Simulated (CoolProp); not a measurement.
Properties of CH2F2 (R32) along the isotherm 44.35 °C (Tc = 78.1 °C, pc = 5.783 MPa, ω = 0.277).

Model: reference Helmholtz-energy equation of state, Tillner-Roth 1997, in CoolProp.

```tsv
p (MPa)	phase	cv (kJ/(kg K))	isothermal compressibility (1/MPa)	conductivity (mW/(m K))
0.0457	gas	0.6983	21.98	15.1
0.0813	gas	0.7011	12.40	15.1
0.145	gas	0.7060	6.996	15.2
0.257	gas	0.7148	3.993	15.3
0.457	gas	0.7310	2.295	15.6
0.813	gas	0.7618	1.347	16.1
1.45	gas	0.8256	0.8329	17.3
2.57	gas	1.002	0.6452	21.5
4.57	liquid	0.9787	0.01095	120
8.13	liquid	0.9695	0.007864	125
14.5	liquid	0.9648	0.005390	132
```

Thermal conductivity comes from a separate model (Huber 2003), an estimate that may be off by 10 % or more.
